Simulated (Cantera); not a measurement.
# CsCl + HF + H2 (halide evaporation, hydrolysis and transport)

Charge: 1 mol CsCl, 0.13 mol HF, 1 mol H2, at 1002 °C.

Equilibrium computed with Cantera from the NASA thermochemical tables; the gas is ideal and each condensed phase is pure. Candidate condensed phases: Cs, CsCl, CsF; 22 gas species. Equilibrium is a limit: real reactors are often held back by kinetics, nucleation or transport.

| P (Pa) | log p H2 | log p CsCl | log p HF | log p Cs2Cl2 | log p HCl | log p CsF | log p Cs | n CsCl(l) |
|---|---|---|---|---|---|---|---|---|
| 0.100 | -6.33 | -6.34 | -7.26 | -11.78 | -8.04 | -8.18 | -8.58 | 0 |
| 1 | -5.33 | -5.34 | -6.27 | -9.78 | -7.08 | -7.14 | -8.03 | 0 |
| 10 | -4.33 | -4.34 | -5.27 | -7.78 | -6.10 | -6.12 | -7.51 | 0 |
| 100 | -3.33 | -3.34 | -4.27 | -5.78 | -5.11 | -5.12 | -7.00 | 0 |
| 1000 | -2.32 | -2.36 | -3.26 | -3.82 | -4.12 | -4.12 | -6.51 | 0 |
| 10000 | -1.29 | -1.48 | -2.23 | -2.06 | -3.16 | -3.16 | -6.08 | 0 |
| 100000 | -0.08 | -1.33 | -0.98 | -1.76 | -2.46 | -2.47 | -6.02 | 0.897 |
log p: log10 of the partial pressure in bar; n: condensed amount in mol.

From 1.00e-6 bar to 0.100 bar nothing is condensed. At 1.00 bar the condensed part is CsCl(l). The main Cs-bearing gas is CsCl throughout.
